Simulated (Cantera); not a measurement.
Feed: 1 mol CH3F, 1.1 mol F2, equilibrated at 1150 K and 43.0 mbar.

Method: chemical equilibrium by Gibbs-energy minimisation in Cantera with the NASA 1993 tables (ideal gas, pure condensed phases). Candidate condensed phases: C, C6H6, C7H8, C8H18; 95 gas species. Gases not in the tables: C2F6 and larger saturated fluorocarbons. Kinetics and transport are ignored.

Base state: HF 0.984, CF4 0.0164 (mole fractions); condensed: C(graphite).

Q: What changes in the equilibrium state with this change: F2 from 1.1 to 2 mol?

A: 
| species | before | after |
|---|---|---|
| HF | 0.984 | 0.857 |
| CF4 | 0.0164 | 0.143 |
| C(graphite), mol | 0.950 | 0.500 |

Q: What changes in the equilibrium state with this change: F2 from 1.1 to 0.12 mol?

A: 
| species | before | after |
|---|---|---|
| HF | 0.984 | 0.585 |
| H2 | 1.19e-8 | 0.415 |
| CH4 | <1e-9 | 0.000173 |
| CF4 | 0.0164 | <1e-9 |
| C(graphite), mol | 0.950 | 1.000 |

Q: What changes in the equilibrium state with this change: CH3F replaced by C2F6?

A: 
```csv
species,before,after
CF4,0.0164,0.911
F,3.32e-9,0.0862
F2,<1e-9,0.00248
HF,0.984,0
"C(graphite), mol",0.950,0
```
The feed counts by its element totals alone.
